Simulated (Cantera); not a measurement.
A perfectly stirred reactor is fed with CH₄ : C₂H₆ : C₃H₈ : O₂ : N₂ = 1 : 1.2 : 0.53 : 11.8 : 44.4 (molar parts), equivalence ratio 0.75, at 10500 Torr; it is adiabatic with a 625 K inlet, and is followed from long to short residence time, starting on the burning branch (τ in s: 0.31, 0.12, 0.049, 0.019, 0.0077, 0.0031, 0.0012, 0.00048, 0.00019, 7.6e-05, 3e-05, 1.2e-05, 4.8e-06).

Cantera simulation using GRI-Mech 3.0 (53 species, 325 reactions); the numbers are that mechanism's predictions, not measurements. GRI-Mech 3.0 was tuned for natural gas; its chemistry of propane as a main component is partial and can be far from experiment. The pressure lies above the range GRI-Mech 3.0 was tuned for (to about 10 atm).

Question: Predict: blow-out, bracketed by the residence times tried; x(CH₄) at τ = 0.310 s; x(C₂H₆) at τ = 0.310 s; x(C₃H₈) at τ = 0.310 s; x(CO₂) at τ = 0.310 s; x(CH₂O) at τ = 0.310 s; x(CH₄) at τ = 1.20 ms; x(C₂H₆) at τ = 1.20 ms; x(C₃H₈) at τ = 1.20 ms; x(CO₂) at τ = 1.20 ms; x(CH₂O) at τ = 1.20 ms.

Answer: 
- blow-out, bracketed by the residence times tried = burning at 30.0 µs, out at 12.0 µs
- x(CH₄) at τ = 0.310 s = 4.64e-8
- x(C₂H₆) at τ = 0.310 s = 6.42e-9
- x(C₃H₈) at τ = 0.310 s = 3.03e-9
- x(CO₂) at τ = 0.310 s = 0.0824
- x(CH₂O) at τ = 0.310 s = 1.63e-8
- x(CH₄) at τ = 1.20 ms = 7.72e-6
- x(C₂H₆) at τ = 1.20 ms = 1.35e-6
- x(C₃H₈) at τ = 1.20 ms = 6.40e-7
- x(CO₂) at τ = 1.20 ms = 0.0811
- x(CH₂O) at τ = 1.20 ms = 3.07e-6
